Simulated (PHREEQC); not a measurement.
Make-up at 79 °C: 0.21 mol/kgw KHCO3, 0.011 mol/kgw NaOH and 0.00023 mol/kgw KCl. Closed to the air; pH follows from the charge balance.

Equilibrium calculation in PHREEQC: ion-association model, wateq4f.dat.

No solid was allowed to form.

### Question
Estimate the pH.

### Answer
pH 8.35.

### Question
In which forms is Na present?

### Answer
Na+ 67 %, NaCO3- 29 %, NaHCO3 3.6 % of the Na.

Species that the database lacks are ignored. Away from 25 °C the constants follow the database's enthalpies or fits; those with neither stay at their 25 °C values.
